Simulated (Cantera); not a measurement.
Cantera with NASA thermochemical tables; ideal gases at 1 bar, condensed phases pure. Values are per mole of reaction as written; species without (g) are pure solids or liquids, kept so even where they would boil at 1 bar.

2 Al(g) + 3 I2 → 2 AlI3(g), with ΔH° = -1046.1 kJ and ΔS° = 69.4 J/K at 300 K.

Task: How far is the shortcut ΔG° ≈ ΔH°(300 K) − T·ΔS°(300 K) from the full temperature-dependent value at 498, 523, 548, 573, 598 K?

Result: 
```tsv
T (K)	shortcut (kJ)	full (kJ)	difference (kJ)	difference in log10 K	condensed phases
498	-1080.7	-1063.1	-17.6	1.84	I2(l)
523	-1082.4	-1060.6	-21.8	2.18	I2(l)
548	-1084.1	-1057.9	-26.2	2.50	I2(l)
573	-1085.9	-1055.2	-30.7	2.80	I2(l)
598	-1087.6	-1052.2	-35.4	3.09	I2(l)
```
The shortcut ignores heat capacities and the phase changes listed.
